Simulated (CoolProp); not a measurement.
Decamethyltetrasiloxane (MD2M) along the isobar 101 kPa: Z from the reference equation and from simpler models built on Tc = 326.2 °C, pc = 1144 kPa, ω = 0.635; each cubic takes its own stable root.

Model: reference Helmholtz-energy equation of state, Thol 2017, in CoolProp.

| T (°C) | phase | reference | van der Waals | Redlich-Kwong | Peng-Robinson |
|---|---|---|---|---|---|
| 2.25 | liquid | 0.01573 | 0.02865 | ___ | 0.01637 |
| 9.45 | liquid | 0.01545 | 0.02810 | 0.01890 | 0.01602 |
| 16.75 | liquid | 0.01519 | 0.02757 | 0.01856 | 0.01569 |
| 23.95 | liquid | 0.01495 | 0.02708 | 0.01824 | 0.01539 |
| 31.15 | liquid | ___ | 0.02662 | 0.01794 | 0.01510 |
| 38.35 | liquid | 0.01450 | 0.02618 | ___ | 0.01482 |
| 45.65 | liquid | 0.01429 | ___ | ___ | 0.01456 |
| 52.85 | liquid | 0.01410 | 0.02538 | 0.01715 | 0.01432 |
| 60.05 | liquid | ___ | 0.02502 | 0.01692 | 0.01409 |
| 67.25 | liquid | 0.01374 | 0.02468 | 0.01670 | 0.01388 |
| 74.55 | liquid | 0.01358 | 0.02435 | 0.01650 | 0.01367 |

Task: What belongs in the gaps?

Result: 
- 2.25, Redlich-Kwong: 0.01926
- 31.15, reference: 0.01472
- 38.35, Redlich-Kwong: 0.01766
- 45.65, van der Waals: 0.02577
- 45.65, Redlich-Kwong: 0.01739
- 60.05, reference: 0.01392
